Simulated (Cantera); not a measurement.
A closed system holds: 1 mol KCl, 0.34 mol HF, 16 mol N₂, equilibrated at 0.0810 bar.

Cantera equilibrium calculation (NASA polynomials, part measured and part estimated; ideal gas, pure solids and liquids). Candidate condensed phases: K, KCl, KF, KHF₂, NH₄Cl; 33 gas species. Equilibrium is a limit: real reactors are often held back by kinetics, nucleation or transport.

Which condensed phases are stable at each of these points (T (K)): 975, 1050, 1125, 1200, 1275, 1350, 1425, 1500, 1575?


```
T (K)  condensed phases  K condensed (%)
-----  ----------------  ---------------
975              KCl(s)             97.4
1050             KCl(l)             83.1
1125             KCl(l)             33.7
1200           gas only              0.0
1275           gas only              0.0
1350           gas only              0.0
1425           gas only              0.0
1500           gas only              0.0
1575           gas only              0.0
```

At 975 K the condensed part is KCl(s). From 1050 K to 1125 K the condensed part is KCl(l). From 1200 K to 1575 K nothing is condensed.
